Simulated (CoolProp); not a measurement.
Properties of propylene along the isobar 217 bar (Tc = 364.2 K, pc = 45.55 bar, ω = 0.146).

Computed with CoolProp (reference Helmholtz-energy equation of state, Lemmon 2013).

| T (K) | phase | density (kg/m³) | cv (kJ/(kg K)) | speed of sound (m/s) | Joule-Thomson coefficient (K/MPa) | conductivity (mW/(m K)) |
|---|---|---|---|---|---|---|
| 283.9 | liquid | 568.5 | 1.514 | 1043 | -0.3392 | 134 |
| 300.8 | liquid | 549.4 | 1.560 | 963.2 | -0.2858 | 128 |
| 317.6 | liquid | 529.8 | 1.608 | 887.5 | -0.2238 | 122 |
| 334.5 | liquid | 509.4 | 1.659 | 814.9 | -0.1509 | 116 |
| 351.3 | liquid | 488.3 | 1.710 | 746.7 | -0.06555 | 110 |
| 368.2 | supercritical | 466.4 | 1.764 | 682.4 | 0.03572 | 105 |
| 385 | supercritical | 443.8 | 1.817 | 623.4 | 0.1541 | 99.7 |
| 401.8 | supercritical | 420.4 | 1.871 | 570.1 | 0.2913 | 95.1 |
| 418.7 | supercritical | 396.3 | 1.924 | 522.9 | 0.4472 | 91.0 |
| 435.5 | supercritical | 372.2 | 1.977 | 483.3 | 0.6139 | 87.4 |
| 452.4 | supercritical | 348.1 | 2.028 | 451.1 | 0.7824 | 84.3 |
| 469.2 | supercritical | 325.0 | 2.078 | 426.8 | 0.9359 | 81.7 |
| 486.1 | supercritical | 303.2 | 2.126 | 409.2 | 1.062 | 79.6 |
| 502.9 | supercritical | 283.3 | 2.172 | 397.7 | 1.152 | 78.0 |
| 519.8 | supercritical | 265.3 | 2.218 | 390.8 | 1.206 | 76.8 |
| 536.6 | supercritical | 249.3 | 2.263 | 387.3 | 1.229 | 75.9 |

Thermal conductivity comes from a separate model (Huber 2003), an estimate that may be off by 10 % or more.
